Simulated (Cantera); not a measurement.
What does this Cantera script print?

```python
import numpy as np
import cantera as ct

gas_names = [...]  # 110 gases of nasa_gas.yaml made of C, H, O
cond_names = """
    C(gr) C6H6(L) C7H8(L) C8H18(L),n-octa H2O(s) H2O(L)
""".split()


# ... load() reads the species with a 1 bar reference pressure and builds the phases ...
atoms = {
    'C2H4': {'C': 2, 'H': 4},
    'H2O': {'H': 2, 'O': 1},
}
top_T = {'C(gr)': 4500}  # K; cautious upper limits of use, not melting points


# ... equilibrate(T, P, feed) seeds the gas with the atoms and calls Mixture.equilibrate('TP', solver="vcs", rtol=1e-11, max_steps=5000) ...
results = []
feed = {'C2H4': 1, 'H2O': 3.7}  # mol
T = 2923.15  # K
for P in [10, 160, 2500, 40000, 630000, 10000000]:
    mix = equilibrate(T, P, feed)
    results.append((T, P, feed, dict(zip(mix.species_names, mix.species_moles))))
    x = sorted(zip(gas.X, gas.species_names), reverse=True)
    print(f"T = {T:g} K  P = {P:g} Pa  gas = {mix.phase_moles(0):.4g} mol")
    print("   x: " + "  ".join(f"{s} {v:.3e}" for v, s in x if v > 0.0001))
    print("   condensed (mol): " + ("  ".join(f"{mix.phase(i).name} {mix.phase_moles(i):.4g}"
          for i in range(1, mix.n_phases) if mix.phase_moles(i) > 1e-12) or "none"))
```

Result:

```
T = 2923.15 K  P = 10 Pa  gas = 15.03 mol
   x: H 7.504e-01  CO 1.330e-01  O 1.118e-01  H2 3.665e-03  OH 8.831e-04  O2 1.676e-04
   condensed (mol): none
T = 2923.15 K  P = 160 Pa  gas = 14.11 mol
   x: H 6.912e-01  CO 1.407e-01  O 1.007e-01  H2 4.977e-02  OH 1.172e-02  H2O 2.700e-03  O2 2.172e-03  CO2 1.054e-03
   condensed (mol): none
T = 2923.15 K  P = 2500 Pa  gas = 10.36 mol
   x: H 3.974e-01  H2 2.570e-01  CO 1.855e-01  H2O 7.622e-02  OH 3.682e-02  O 3.521e-02  CO2 7.595e-03  O2 4.153e-03
   condensed (mol): none
T = 2923.15 K  P = 40000 Pa  gas = 8.335 mol
   x: H2 4.390e-01  CO 2.276e-01  H2O 1.719e-01  H 1.298e-01  OH 1.589e-02  CO2 1.231e-02  O 2.907e-03  O2 4.528e-04
   condensed (mol): none
T = 2923.15 K  P = 630000 Pa  gas = 7.857 mol
   x: H2 5.070e-01  CO 2.415e-01  H2O 1.988e-01  H 3.516e-02  CO2 1.307e-02  OH 4.307e-03  O 1.847e-04
   condensed (mol): none
T = 2923.15 K  P = 1e+07 Pa  gas = 7.739 mol
   x: H2 5.261e-01  CO 2.452e-01  H2O 2.053e-01  CO2 1.321e-02  H 8.990e-03  OH 1.096e-03
   condensed (mol): none
```

Equilibrium computed with Cantera from the NASA thermochemical tables; the gas is ideal and each condensed phase is pure. The ideal-gas law is rough above about 30 bar.
